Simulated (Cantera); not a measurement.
Reactions in the system H-N-O

Cantera with NASA thermochemical tables; ideal gases at 1 bar, condensed phases pure. Values are per mole of reaction as written; species without (g) are pure solids or liquids, kept so even where they would boil at 1 bar.

2 NO₂(g) + 2 H(g) → H₂O₂(g) + 2 NO(g)

```tsv
T (K)	ΔH° (kJ)	ΔS° (J/K)	ΔG° (kJ)	log10 K
300	-458.2	-53.8	-442.0	76.96
1475	-477.6	-80.5	-358.9	12.71
1625	-479.6	-81.7	-346.8	11.15
1775	-481.4	-82.8	-334.4	9.84
1925	-483.1	-83.7	-321.9	8.74
2075	-484.7	-84.5	-309.3	7.79
2225	-486.2	-85.2	-296.6	6.96
2375	-487.7	-85.9	-283.7	6.24
```
